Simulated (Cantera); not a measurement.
Input: 1 mol MgCO3, 0.038 mol H2, 0.085 mol CO2, held at 900 K and 0.0520 bar.

Equilibrium computed with Cantera from the NASA thermochemical tables; the gas is ideal and each condensed phase is pure. Candidate condensed phases: C, C6H6, C7H8, C8H18, H2O, Mg, MgCO3, MgO, Mg(OH)2; 116 gas species. Equilibrium is a limit: real reactors are often held back by kinetics, nucleation or transport.

Base state: CO2 0.935, CO 0.0314, H2O 0.0314, H2 0.00243 (mole fractions); condensed: MgO(s).

What changes in the equilibrium state with this change: MgCO3 replaced by Ca(OH)2?


| species | before | after |
|---|---|---|
| H2O | 0.0314 | 0.892 |
| CO2 | 0.935 | 0.0745 |
| H2 | 0.00243 | 0.0327 |
| CO | 0.0314 | 0.00119 |
| MgO(s), mol | 1.00 | 0 |
| CaO(s), mol | 0 | 1.00 |
Further candidate phases: Ca, CaCO3, CaO, Ca(OH)2.
